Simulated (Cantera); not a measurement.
An adiabatic, constant-volume homogeneous reactor starts with 4.49 % CH4, 5.62 % O2, 89.9 % N2, equivalence ratio 1.6, at 1325 K and 3750 Torr.

Cantera simulation using GRI-Mech 3.0 (53 species, 325 reactions); the numbers are that mechanism's predictions, not measurements.

Question: Predict: time of steepest temperature rise; temperature at 7.00 s; equilibrium temperature; x(O2) at 7.00 s; x(NO) at 7.00 s.

Answer: 
| Item | Value |
|---|---|
| time of steepest temperature rise | 12.9 ms |
| temperature at 7.00 s | 1972 K |
| equilibrium temperature | 1972 K |
| x(O2) at 7.00 s | 1.88e-8 (gas-phase equilibrium 1.88e-8) |
| x(NO) at 7.00 s | 2.24e-6 (gas-phase equilibrium 2.24e-6) |
